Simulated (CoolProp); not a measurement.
Vapour-liquid equilibrium of carbon dioxide (1) + 1-butene (2) at -7.55 °C; x and y are mole fractions of (1).

Computed with CoolProp (multi-fluid Helmholtz-energy mixture model, Span 1996 and Lemmon 2005; pair parameters Bell 2016).

```
x     bubble pressure, mixture model (MPa)  bubble pressure, Raoult's law (MPa)  y, mixture model  y, Raoult's law
----  ------------------------------------  -----------------------------------  ----------------  ---------------
0.05                                0.2558                               0.2336               ___            0.608
0.2                                 0.7572                               0.6448             0.878            0.880
0.35                                   ___                                1.056             0.928            0.941
0.5                                  1.601                                1.467             0.950            0.967
0.65                                 1.928                                1.879               ___            0.982
0.8                                    ___                                2.290             0.976            0.992
0.95                                   ___                                2.701             0.993            0.998
```

Question: Some entries are withheld; supply them.

Answer: 
- 0.05, y, mixture model: 0.625
- 0.35, bubble pressure, mixture model (MPa): 1.219
- 0.65, y, mixture model: 0.963
- 0.8, bubble pressure, mixture model (MPa): 2.259
- 0.95, bubble pressure, mixture model (MPa): 2.671

The largest gap from Raoult's law is +17.4 % in bubble pressure, at x = 0.2. No azeotrope shows between x = 0.05 and 0.95.

The pair parameters rest on a limited set of measurements; away from them the model extrapolates. The gap from Raoult's law changes sign with composition, which may be real or a fault of the pair parameters; it wasn't checked against measurements.
